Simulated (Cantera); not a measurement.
An isothermal, constant-pressure homogeneous reactor starts with CH₄ : CO₂ = 1 : 2.9 (molar parts), at 1250 K and 1.78 atm. Integrator tolerance rtol = 1e-08.

Model: GRI-Mech 3.0 (53 species, 325 reactions), integrated in Cantera.

What does this change do: pressure from 1.78 atm to 0.132 atm?


```tsv
quantity	before	after
x(CH₄) at 20.0 s	0.237 (gas-phase equilibrium 1.67e-5)	0.253 (gas-phase equilibrium 9.17e-8)
x(CO₂) at 20.0 s	0.726 (gas-phase equilibrium 0.191)	0.742 (gas-phase equilibrium 0.191)
x(CO) at 20.0 s	0.00733 (gas-phase equilibrium 0.470)	0.000319 (gas-phase equilibrium 0.470)
x(CH₂CO) at 20.0 s	1.62e-7 (gas-phase equilibrium 6.45e-11)	4.06e-9 (gas-phase equilibrium <1e-12)
x(H₂O) at 20.0 s	0.00727 (gas-phase equilibrium 0.131)	0.000290 (gas-phase equilibrium 0.131)
x(O₂) at 20.0 s	<1e-12 (gas-phase equilibrium <1e-12)	<1e-12 (gas-phase equilibrium <1e-12)
```

What does this change do: temperature 1250 to 1300 K?


```json
[
 {"quantity": "x(CH₄) at 20.0 s", "before": "0.237 (gas-phase equilibrium 1.67e-5)", "after": "0.183 (gas-phase equilibrium 6.42e-6)"},
 {"quantity": "x(CO₂) at 20.0 s", "before": "0.726 (gas-phase equilibrium 0.191)", "after": "0.646 (gas-phase equilibrium 0.185)"},
 {"quantity": "x(CO) at 20.0 s", "before": "0.00733 (gas-phase equilibrium 0.470)", "after": "0.0572 (gas-phase equilibrium 0.476)"},
 {"quantity": "x(CH₂CO) at 20.0 s", "before": "1.62e-7 (gas-phase equilibrium 6.45e-11)", "after": "3.25e-6 (gas-phase equilibrium 4.49e-11)"},
 {"quantity": "x(H₂O) at 20.0 s", "before": "0.00727 (gas-phase equilibrium 0.131)", "after": "0.0562 (gas-phase equilibrium 0.138)"},
 {"quantity": "x(O₂) at 20.0 s", "before": "<1e-12 (gas-phase equilibrium <1e-12)", "after": "<1e-12 (gas-phase equilibrium <1e-12)"}
]
```
